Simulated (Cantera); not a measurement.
An isothermal, constant-pressure homogeneous reactor starts with CO : O2 : H2O : N2 = 0.0072 : 0.0062 : 0.0016 : 1 (molar parts), at 975 K and 10.0 bar.

Computed with Cantera and GRI-Mech 3.0 (53 species, 325 reactions).

One state of this run: x CO = 0.000216; x O2 = 0.00268; x H2O = 0.00158; x N2O = 4.71e-7; x CO2 = 0.00690; x OH = 8.76e-10; x O = 4.35e-10. x: mole fraction; the columns are a selection and need not sum to one.

Question: Which value of t (s) does it belong to?
(A) 5.00e-6
(B) 3.91e-5
(C) 70.0
(D) 0.000306

Answer: C, 70.0
